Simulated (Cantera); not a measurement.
Feed: 1 mol SiC, 0.12 mol N2O, 1.7 mol N2, equilibrated at 0.100 bar.

Cantera equilibrium calculation (NASA polynomials, part measured and part estimated; ideal gas, pure solids and liquids). Candidate condensed phases: C, Si, SiC, SiO2, Si2N2O, Si3N4; 34 gas species. Mutual solubility and eutectic melting of coexisting phases are not modelled. The numbers say what is thermodynamically allowed, not how fast it happens.

Q: Which condensed phases are stable at each of these points (T (K)): 1173, 1223, 1273, 1323, 1373, 1423, 1473, 1523, 1573, 1623, 1673, 1723, 1773, 1823?

A: 
```json
[
 {"T (K)": "1173", "condensed phases": "C(graphite) + Si2N2O(s) + Si3N4(s)", "Si condensed (%)": "100.0"},
 {"T (K)": "1223", "condensed phases": "C(graphite) + Si2N2O(s) + Si3N4(s)", "Si condensed (%)": "100.0"},
 {"T (K)": "1273", "condensed phases": "C(graphite) + Si2N2O(s) + Si3N4(s)", "Si condensed (%)": "100.0"},
 {"T (K)": "1323", "condensed phases": "C(graphite) + Si2N2O(s) + Si3N4(s)", "Si condensed (%)": "100.0"},
 {"T (K)": "1373", "condensed phases": "C(graphite) + Si2N2O(s) + Si3N4(s)", "Si condensed (%)": "100.0"},
 {"T (K)": "1423", "condensed phases": "C(graphite) + Si2N2O(s) + Si3N4(s)", "Si condensed (%)": "100.0"},
 {"T (K)": "1473", "condensed phases": "C(graphite) + Si2N2O(s) + Si3N4(s)", "Si condensed (%)": "100.0"},
 {"T (K)": "1523", "condensed phases": "C(graphite) + SiC(s) + Si2N2O(s)", "Si condensed (%)": "100.0"},
 {"T (K)": "1573", "condensed phases": "C(graphite) + SiC(s) + Si2N2O(s)", "Si condensed (%)": "100.0"},
 {"T (K)": "1623", "condensed phases": "C(graphite) + SiC(s) + Si2N2O(s)", "Si condensed (%)": "100.0"},
 {"T (K)": "1673", "condensed phases": "SiC(s) + Si2N2O(s)", "Si condensed (%)": "100.0"},
 {"T (K)": "1723", "condensed phases": "SiC(s) + Si2N2O(s)", "Si condensed (%)": "99.9"},
 {"T (K)": "1773", "condensed phases": "SiC(s) + Si2N2O(s)", "Si condensed (%)": "99.6"},
 {"T (K)": "1823", "condensed phases": "SiC(s) + Si2N2O(s)", "Si condensed (%)": "99.0"}
]
```

From 1173 K to 1473 K the condensed part is C(graphite) + Si2N2O(s) + Si3N4(s). From 1523 K to 1623 K the condensed part is C(graphite) + SiC(s) + Si2N2O(s). From 1673 K to 1823 K the condensed part is SiC(s) + Si2N2O(s).
